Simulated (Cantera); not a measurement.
Transport properties of process gases

Gas mixture: N2 : NO : CO2 = 0.61 : 0.16 : 0.65 (molar parts), at 5.00 bar, frozen composition.

Cantera's kinetic-theory transport with the Lennard-Jones parameters of GRI-Mech 3.0, ideal gas; thermal conductivity in the mixture-averaged form. The composition is frozen, though it would react at the higher temperatures.

```
T (K)  ρ (kg/m³)  cp (J/kg/K)  μ (µPa s)  λ (mW/m/K)     Pr  D (cm²/s) CH3  D (cm²/s) C2H2  D (cm²/s) OH
-----  ---------  -----------  ---------  ----------  -----  -------------  --------------  ------------
400         5.35        980.5       21.1        29.1  0.711         0.0675          0.0494        0.0948
550         3.89         1051       27.1        39.8  0.716          0.119          0.0876         0.164
700         3.05         1111       32.3        50.0  0.719          0.180           0.134         0.247
850         2.52         1161       37.1        59.6  0.723          0.251           0.187         0.343
1000        2.14         1203       41.6        68.9  0.726          0.330           0.247         0.451
1150        1.86         1233       45.7        77.7  0.726          0.417           0.313         0.569
1300        1.64         1258       49.6        86.0  0.726          0.513           0.385         0.698
```
D: mixture-averaged diffusion coefficient of that species in the mixture.
